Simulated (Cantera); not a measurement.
A closed system holds: 1 mol S, 0.041 mol O2, 2.8 mol N2, at 1123 K and 0.0100 bar.

Equilibrium computed with Cantera from the NASA thermochemical tables; the gas is ideal and each condensed phase is pure. Candidate condensed phases: S; 17 gas species. Gases not in the tables: S3 to S7. Kinetics and transport are ignored.

Base state: N2 0.843, S2 0.144, SO2 0.0121, S2O 0.000450, SO 7.01e-5 (mole fractions); condensed: gas only.

Q: What changes in the equilibrium state with this change: pressure from 0.0100 bar to 22.0 bar?

A: 
```
species    before    after
-------  --------  -------
N2          0.843    0.844
S2          0.144    0.142
SO2        0.0121   0.0109
S2O      0.000450  0.00290
S8          <1e-9  3.93e-5
SO        7.01e-5  9.68e-6
```

Q: What changes in the equilibrium state with this change: S replaced by SO2?

A: 
| species | before | after |
|---|---|---|
| N2 | 0.843 | 0.729 |
| SO2 | 0.0121 | 0.259 |
| O2 | <1e-9 | 0.0100 |
| S2 | 0.144 | <1e-9 |
| SO3 | <1e-9 | 0.00130 |
| S2O | 0.000450 | <1e-9 |

Q: What changes in the equilibrium state with this change: pressure from 0.0100 bar to 0.260 bar?

A: 
```csv
species,before,after
N2,0.843,0.843
S2,0.144,0.144
SO2,0.0121,0.0118
S2O,0.000450,0.00100
SO,7.01e-5,3.07e-5
```
